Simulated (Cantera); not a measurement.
Input: 1 mol BN, 0.17 mol O₂, 15 mol H₂, 2.2 mol H₂O, equilibrated at 1452 °C and 0.100 bar.

Equilibrium computed with Cantera from the NASA thermochemical tables; the gas is ideal and each condensed phase is pure. Candidate condensed phases: B, BN, B₂O₃, B₃O₃H₃, H₂O; 39 gas species. Equilibrium is a limit: real reactors are often held back by kinetics, nucleation or transport.

Base state: H₂ 0.885, HBO₂ 0.0454, H₂O 0.0355, N₂ 0.0275, B₂O₃ 0.00368, HBO 0.00208, H 0.000553, BO 2.52e-5 (mole fractions); condensed: gas only.

**Question.** What changes in the equilibrium state with this change: temperature from 1452 °C to 750 °C?

**Answer.** 
| species | before | after |
|---|---|---|
| H₂ | 0.885 | 0.913 |
| H₂O | 0.0355 | 0.0586 |
| N₂ | 0.0275 | 0.0282 |
| HBO₂ | 0.0454 | 3.21e-5 |
| (HBO₂)₃ | 1.07e-6 | 0.000111 |
| B₂O₃ | 0.00368 | <1e-9 |
| HBO | 0.00208 | 3.47e-9 |
| H | 0.000553 | 1.25e-8 |
| BO | 2.52e-5 | <1e-9 |
| B₂O₃(l), mol | 0 | 0.497 |
Gases not in the tables: H₃BO₃.
